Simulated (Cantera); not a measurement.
A perfectly stirred reactor is fed with CH4 : C2H6 : C3H8 : O2 : N2 = 1 : 0.16 : 0.079 : 3.84 : 14.4 (molar parts), at 7500 Torr; it is adiabatic with a 775 K inlet, and is followed from long to short residence time, starting on the burning branch (τ in s: 0.05, 0.024, 0.012, 0.0059, 0.0029, 0.0014, 0.00069, 0.00034, 0.00017, 8.2e-05, 4e-05, 2e-05).

Model: GRI-Mech 3.0 (53 species, 325 reactions), integrated in Cantera.

x: mole fraction; the columns are a selection and need not sum to one.

| τ (s) | T (K) | x CH4 | x C2H6 | x C3H8 | x CO2 | x OH | x CH3 |
|---|---|---|---|---|---|---|---|
| 0.050 | 2313 | 4.70e-7 | 1.01e-8 | 6.04e-9 | 0.0776 | 0.00346 | 2.55e-7 |
| 0.024 | 2315 | 9.58e-7 | 2.08e-8 | 1.24e-8 | 0.0775 | 0.00352 | 5.21e-7 |
| 0.012 | 2316 | 1.87e-6 | 4.09e-8 | 2.44e-8 | 0.0774 | 0.00358 | 1.02e-6 |
| 0.0059 | 2316 | 3.67e-6 | 8.17e-8 | 4.87e-8 | 0.0773 | 0.00367 | 2.00e-6 |
| 0.0029 | 2315 | 7.11e-6 | 1.63e-7 | 9.65e-8 | 0.0770 | 0.00381 | 3.87e-6 |
| 0.0014 | 2309 | 1.36e-5 | 3.28e-7 | 1.92e-7 | 0.0764 | 0.00403 | 7.32e-6 |
| 0.00069 | 2300 | 2.45e-5 | 6.37e-7 | 3.65e-7 | 0.0755 | 0.00438 | 1.30e-5 |
| 0.00034 | 2284 | 4.27e-5 | 1.22e-6 | 6.74e-7 | 0.0740 | 0.00487 | 2.19e-5 |
| 0.00017 | 2261 | 7.20e-5 | 2.26e-6 | 1.20e-6 | 0.0717 | 0.00547 | 3.54e-5 |
| 8.2e-5 | 2225 | [?] | [?] | [?] | 0.0682 | 0.00611 | [?] |
| 4.0e-5 | 2176 | [?] | [?] | [?] | 0.0633 | 0.00657 | [?] |
| 2.0e-5 | 2111 | 0.000440 | 1.68e-5 | 7.63e-6 | 0.0563 | 0.00655 | 0.000172 |

Task: What belongs in the gaps?

Result: 
- 8.2e-5, x CH4: 0.000126
- 8.2e-5, x C2H6: 4.31e-6
- 8.2e-5, x C3H8: 2.17e-6
- 8.2e-5, x CH3: 5.83e-5
- 4.0e-5, x CH4: 0.000227
- 4.0e-5, x C2H6: 8.31e-6
- 4.0e-5, x C3H8: 3.97e-6
- 4.0e-5, x CH3: 9.75e-5
